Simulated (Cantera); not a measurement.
Cantera with NASA thermochemical tables; ideal gases at 1 bar, condensed phases pure. Values are per mole of reaction as written; species without (g) are pure solids or liquids, kept so even where they would boil at 1 bar.

Q: Between 300 and 1500 K, where is each reaction favourable under standard conditions?
- O₃(g) + 3 MgF₂ ⇌ 3 F₂(g) + 3 MgO

A: 
- O₃(g) + 3 MgF₂ ⇌ 3 F₂(g) + 3 MgO: ΔG° is 1344 kJ at 300 K and 1042 kJ at 1500 K; it stays positive (K < 1). ΔH° is 1392 kJ and ΔS° 233 J/K at 1500 K.
